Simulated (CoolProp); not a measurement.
Vapour-liquid equilibrium of R134a (1) + R123 (2) at 288.7 K; x and y are mole fractions of (1).

The numbers come from the multi-fluid Helmholtz-energy mixture model, Tillner-Roth 1994 and Younglove 1994; pair parameters Bell 2016 in CoolProp.

Task: Give the bubble pressure and the first vapour's composition at x = 0.2, 0.5, 0.8. Is there an azeotrope?

Result: x = 0.2: 1.723 bar, y = 0.687; x = 0.5: 3.069 bar, y = 0.874; x = 0.8: 4.183 bar, y = 0.952. No azeotrope shows between x = 0.05 and 0.95.

The pair parameters rest on a limited set of measurements; away from them the model extrapolates.
